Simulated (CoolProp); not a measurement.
Vapour-liquid equilibrium of carbon dioxide (1) + dimethyl ether (2) at -37.15 °C; x and y are mole fractions of (1).

Model: multi-fluid Helmholtz-energy mixture model, Span 1996 and Wu 2011; pair parameters Bell 2016, in CoolProp.

| x | bubble pressure, mixture model (kPa) | bubble pressure, Raoult's law (kPa) | y, mixture model | y, Raoult's law |
|---|---|---|---|---|
| 0.05 | 90.50 | 110.1 | ? | 0.506 |
| 0.125 | 145.0 | 189.3 | 0.646 | 0.735 |
| 0.2 | ? | 268.6 | 0.769 | 0.830 |
| 0.275 | 270.9 | 347.9 | 0.840 | 0.881 |
| 0.35 | 342.3 | 427.1 | 0.886 | 0.913 |
| 0.425 | ? | 506.4 | 0.917 | 0.935 |
| 0.5 | ? | 585.7 | 0.940 | 0.951 |
| 0.575 | ? | 664.9 | 0.956 | 0.963 |
| 0.65 | 676.7 | 744.2 | 0.969 | 0.973 |
| 0.725 | 768.9 | 823.4 | ? | 0.981 |
| 0.8 | 862.6 | 902.7 | 0.986 | 0.987 |
| 0.875 | 957.1 | 982.0 | 0.992 | 0.993 |
| 0.95 | 1051 | 1061 | 0.997 | 0.997 |

### Question
Some entries are withheld; supply them.

### Answer

- 0.05, y, mixture model: 0.392
- 0.2, bubble pressure, mixture model (kPa): 205.1
- 0.425, bubble pressure, mixture model (kPa): 419.2
- 0.5, bubble pressure, mixture model (kPa): 500.9
- 0.575, bubble pressure, mixture model (kPa): 587.0
- 0.725, y, mixture model: 0.978

The largest gap from Raoult's law is -23.6 % in bubble pressure, at x = 0.2. No azeotrope shows between x = 0.05 and 0.95.

The pair parameters rest on a limited set of measurements; away from them the model extrapolates.
